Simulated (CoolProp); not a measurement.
A simple Rankine cycle with water: condensing at 313.15 K, boiler at 1.77 MPa, turbine inlet 519.6 K, turbine efficiency 0.75, pump efficiency 0.6, no recuperator. Each further row changes one setting.

The numbers come from the reference Helmholtz-energy equation of state, Wagner 2002 in CoolProp.

```
case                             thermal efficiency (%)  net work (kJ/kg)  heat in (kJ/kg)  turbine exit temperature (K)  volume ratio over the turbine
-------------------------------  ----------------------  ----------------  ---------------  ----------------------------  -----------------------------
as stated                                          23.2               633             2730                         313.1                            135
turbine inlet 539.6 K                                 …               648             2780                         313.1                            131
condensing temperature 305.15 K                    24.2                 …             2770                         305.1                            202
boiler pressure 1.24 MPa                           21.9               605             2760                         313.1                           94.7
turbine efficiency 0.65                            20.1                 …             2730                         313.1                            140
```

Problem. Some entries are withheld; supply them.

Solution. 
- turbine inlet 539.6 K, thermal efficiency (%): 23.3
- condensing temperature 305.15 K, net work (kJ/kg): 670
- turbine efficiency 0.65, net work (kJ/kg): 549

The expansion ends wet for: as stated; turbine inlet 539.6 K; condensing temperature 305.15 K; boiler pressure 1.24 MPa; turbine efficiency 0.65.
